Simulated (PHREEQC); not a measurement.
Solution (25 °C): 0.019 mol LiOH, 6.2e-05 mol (NH4)2CO3 and 0.0028 mol Na2CO3 per kg of water. Closed to the air; pH follows from the charge balance.

Equilibrium calculation in PHREEQC: ion-association model, phreeqc.dat.

Precipitation was switched off in this run.

Q: Order these C species by the share of C that they hold, largest first: HCO3-, NaCO3-, CO3-2.

A: CO3-2 (94 %), NaCO3- (5.3 %), HCO3- (0.80 %)

The pH is 12.20 and the ionic strength 0.0271 mol/kgw. Species that the database lacks are ignored.
